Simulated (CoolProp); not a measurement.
Oxygen along the isobar 6.93 bar: density (kg/m³) from the reference equation and from simpler models built on Tc = 154.6 K, pc = 50.46 bar, ω = 0.022; each cubic takes its own stable root.

Values from CoolProp's reference Helmholtz-energy equation of state, Schmidt 1985. Above 300 K oxygen's equation is extrapolated.

```csv
T (K),phase,reference,van der Waals,Peng-Robinson
81,liquid,1187,813.8,1340
102.3,liquid,1080,29.63,1212
123.6,gas,23.86,23.31,23.99
144.9,gas,19.54,19.37,19.67
166.2,gas,16.68,16.63,16.78
187.5,gas,14.60,14.60,14.67
208.8,gas,13.01,13.02,13.06
230.1,gas,11.74,11.76,11.78
251.4,gas,10.71,10.73,10.74
272.7,gas,9.846,9.868,9.868
294,gas,9.115,9.135,9.132
315.3,gas,8.486,8.505,8.501
336.6,gas,7.941,7.958,7.952
357.9,gas,7.462,7.477,7.471
379.2,gas,7.038,7.052,7.046
```

At some of these states van der Waals gives the other phase, because its saturation line lies elsewhere.
